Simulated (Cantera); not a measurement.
What does this Cantera script print?

```python
import numpy as np
import cantera as ct

gas = ct.Solution("h2o2.yaml")
gas.TPX = 548, 21000, {'H2': 1, 'O2': 0.208, 'N2': 0.783}
flame = ct.FreeFlame(gas, width=0.12)
flame.set_refine_criteria(ratio=3, slope=0.08, curve=0.16)
flame.transport_model = "mixture-averaged"
flame.solve(loglevel=0, auto=True)
z, T = flame.grid, flame.T
thick = (T[-1] - T[0]) / np.gradient(T, z).max()
show = ['H2', 'O2', 'H2O2', 'H', 'O', 'HO2']
print(f"laminar burning velocity  {flame.velocity[0] * 100:.3f} cm/s")
print(f"burnt temperature         {T[-1]:.1f} K")
print(f"thermal thickness         {thick * 1e3:.4f} mm")
print(f"grid points               {len(z)}")
z0 = z[flame.heat_release_rate.argmax()]
print(f"{'z/mm':>9s}{'T/K':>9s}{'u/(m/s)':>9s}" + "".join(f"{s:>11s}" for s in show))
rows = []
for k in (-3, -2, -1.5, -1, -0.5, -0.25, 0, 0.25, 0.5, 1, 2, 4, 8):
    zz = z0 + k * thick
    rows.append([k * thick, np.interp(zz, z, T), np.interp(zz, z, flame.velocity),
                 *(np.interp(zz, z, flame.X[gas.species_index(s)]) for s in show)])
    print(f"{rows[-1][0] * 1e3:9.3f}{rows[-1][1]:9.1f}{rows[-1][2]:9.3f}" + "".join(f"{x:11.3e}" for x in rows[-1][3:]))
```

Result:

```
laminar burning velocity  611.865 cm/s
burnt temperature         2118.6 K
thermal thickness         3.4104 mm
grid points               145
     z/mm      T/K  u/(m/s)         H2         O2       H2O2          H          O        HO2
  -10.231    548.0    6.119  5.023e-01  1.045e-01  9.113e-19  2.414e-15  2.292e-17  1.495e-13
   -6.821    548.0    6.119  5.023e-01  1.045e-01  2.649e-15  4.017e-12  2.816e-14  8.223e-11
   -5.116    548.0    6.119  5.023e-01  1.045e-01  2.291e-13  5.068e-10  2.504e-12  3.754e-09
   -3.410    548.0    6.119  5.023e-01  1.045e-01  3.092e-10  2.478e-07  1.321e-09  6.617e-07
   -1.705    564.5    6.288  4.999e-01  1.042e-01  1.169e-06  4.933e-04  1.174e-05  7.227e-05
   -0.853    725.6    7.959  4.736e-01  9.946e-02  1.091e-06  1.102e-02  2.023e-04  4.132e-05
    0.000   1088.0   11.631  3.554e-01  5.941e-02  2.363e-07  7.029e-02  2.896e-03  1.553e-05
    0.853   1324.6   14.088  2.624e-01  7.253e-03  1.163e-07  1.118e-01  1.765e-03  1.857e-06
    1.705   1411.9   14.944  2.563e-01  7.586e-04  8.469e-08  1.089e-01  8.252e-04  1.813e-07
    3.410   1508.0   15.855  2.643e-01  2.821e-04  8.172e-08  9.618e-02  7.312e-04  6.314e-08
    6.821   1615.7   16.850  2.747e-01  2.330e-04  6.649e-08  8.063e-02  6.406e-04  4.887e-08
   13.641   1728.5   17.870  2.856e-01  1.708e-04  4.363e-08  6.397e-02  4.902e-04  3.522e-08
   27.283   1838.2   18.838  2.963e-01  1.066e-04  2.399e-08  4.755e-02  3.183e-04  2.315e-08
```

Computed with Cantera and the H2/O2 subset of GRI-Mech 3.0, which has no nitrogen chemistry. Burning velocities carry a grid error of a few per cent, more on coarse grids.
